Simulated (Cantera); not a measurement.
Input (Python, Cantera):

```python
import numpy as np
import cantera as ct

gas = ct.Solution("gri30.yaml")
gas.TPX = 1398, 2666, {'N2O': 1}
inlet = ct.Reservoir(gas, clone=True)

reactor = ct.IdealGasConstPressureReactor(gas, energy="off", clone=False)
exhaust = ct.Reservoir(gas, clone=True)
tau = [6.5, 3.2, 1.6, 0.8, 0.4, 0.2, 0.099, 0.049, 0.024, 0.012, 0.0061][0]
for a, b in ((inlet, reactor), (reactor, exhaust)):
    ct.MassFlowController(a, b, mdot=lambda t: reactor.mass / tau)
net = ct.ReactorNet([reactor])
show = ['N2O', 'O', 'O2', 'NO', 'N2', 'NO2']

rows = []
print(f"{'tau/s':>10s}{'T/K':>9s}" + "".join(f"{s:>11s}" for s in show))
for tau in [6.5, 3.2, 1.6, 0.8, 0.4, 0.2, 0.099, 0.049, 0.024, 0.012, 0.0061]:
    net.initial_time = 0.0
    net.advance(30 * tau)
    before = gas.X
    net.advance(40 * tau)
    drift = np.max(np.abs(gas.X - before) / (gas.X + 1e-9))
    rows.append([gas.T, *gas[show].X, drift])
    print(f"{tau:10.3e}{gas.T:9.1f}" + "".join(f"{x:11.3e}" for x in gas[show].X))
```

Result:

```
     tau/s      T/K        N2O          O         O2         NO         N2        NO2
 6.500e+00   1398.0  2.028e-01  2.441e-05  2.142e-01  1.029e-01  4.800e-01  3.431e-05
 3.200e+00   1398.0  3.394e-01  2.471e-05  1.773e-01  8.579e-02  3.975e-01  2.643e-05
 1.600e+00   1398.0  5.060e-01  2.485e-05  1.325e-01  6.435e-02  2.971e-01  1.788e-05
 8.000e-01   1398.0  6.717e-01  2.493e-05  8.800e-02  4.283e-02  1.975e-01  1.053e-05
 4.000e-01   1398.0  8.035e-01  2.496e-05  5.266e-02  2.566e-02  1.182e-01  5.532e-06
 2.000e-01   1398.0  8.910e-01  2.497e-05  2.920e-02  1.423e-02  6.554e-02  2.647e-06
 9.900e-02   1398.0  9.429e-01  2.497e-05  1.529e-02  7.454e-03  3.433e-02  1.140e-06
 4.900e-02   1398.0  9.709e-01  2.494e-05  7.782e-03  3.795e-03  1.749e-02  4.386e-07
 2.400e-02   1398.0  9.855e-01  2.488e-05  3.859e-03  1.882e-03  8.684e-03  1.461e-07
 1.200e-02   1398.0  9.927e-01  2.475e-05  1.934e-03  9.432e-04  4.364e-03  4.455e-08
 6.100e-03   1398.0  9.963e-01  2.452e-05  9.770e-04  4.766e-04  2.217e-03  1.274e-08
```

Computed with Cantera and GRI-Mech 3.0 (53 species, 325 reactions). GRI-Mech 3.0 was tuned for natural gas; its chemistry of N2O as a main component is partial and can be far from experiment. Radical loss at walls, strong at low pressure, is not modelled. The mechanism lacks the step 2 NO + O2 → 2 NO2, which can matter for NO2 below about 1400 K. The temperature is held fixed by assumption; the heat of reaction is taken as removed at once.
